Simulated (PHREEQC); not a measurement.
A made-up water analysis in mg/L, 25 °C, pH 3.82, pe 10.6: Na 890; K 16.7; Ca 203; Mg 46; Cl 120; S(6) as SO4 2430; Cu(2) 3.15; Pb 1.46; Mn(2) 2.47.

Valence states are taken as typed.

The numbers come from PHREEQC with the ion-association model, phreeqc.dat.

Each row changes one thing in this solution. This is a speciation only: nothing precipitates in the calculation.

```csv
case,ionic strength (mol/kgw),Na+ (mol/kgw),SO4-2 (mol/kgw),Ca+2 (mol/kgw),CaSO4 (mol/kgw),NaSO4- (mol/kgw),SI of Anglesite (PbSO4),SI of Gypsum (CaSO4:2H2O)
as made,0.0712,0.0373,0.0207,0.00309,0.00199,0.00160,-0.32,-0.36
all concentrations times 3 at the same typed pH,0.199,0.108,0.0566,0.00806,0.00729,0.00902,+0.16,+0.21
temperature from 25 to 15 °C at the same typed pH,0.0720,0.0373,0.0209,0.00314,0.00194,___,-0.26,-0.34
Mg from 46 to 138 mg/L,0.0728,___,0.0193,0.00319,0.00189,___,-0.33,-0.39
```

**Question.** Some entries are withheld; supply them.

**Answer.** 
- temperature from 25 to 15 °C at the same typed pH, NaSO4- (mol/kgw): 0.00153
- Mg from 46 to 138 mg/L, Na+ (mol/kgw): 0.0374
- Mg from 46 to 138 mg/L, NaSO4- (mol/kgw): 0.00148

Some of these states are supersaturated (in Anglesite, Gypsum, for instance).
